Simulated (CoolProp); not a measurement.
Vapour-liquid equilibrium of R22 (1) + R152A (2) at 18 bar; x and y are mole fractions of (1).

Model: multi-fluid Helmholtz-energy mixture model, Kamei 1995 and Outcalt 1996; pair parameters Bell 2016, in CoolProp.

| x | bubble temperature (K) | y at the bubble point | dew temperature at overall composition x (K) | liquid density (mol/L) |
|---|---|---|---|---|
| 0.05 | 340.1 | 0.063 | 340.3 | 11.74 |
| 0.15 | ? | 0.185 | 338.8 | 11.85 |
| 0.25 | ? | 0.304 | 337.2 | 11.96 |
| 0.35 | 334.4 | 0.417 | 335.6 | 12.06 |
| 0.45 | 332.3 | 0.526 | 333.8 | ? |
| 0.55 | 330.1 | 0.629 | 331.8 | 12.28 |
| 0.65 | 327.9 | 0.726 | ? | 12.38 |
| 0.75 | 325.7 | 0.815 | 327.3 | 12.48 |
| 0.85 | 323.3 | 0.895 | 324.7 | 12.58 |
| 0.95 | 321.0 | 0.967 | 321.6 | 12.66 |

Q: Fill in the missing entries.

A: 
- 0.15, bubble temperature (K): 338.3
- 0.25, bubble temperature (K): 336.3
- 0.45, liquid density (mol/L): 12.17
- 0.65, dew temperature at overall composition x (K): 329.7

No azeotrope shows between x = 0.05 and 0.95.

The pair parameters rest on a limited set of measurements; away from them the model extrapolates.
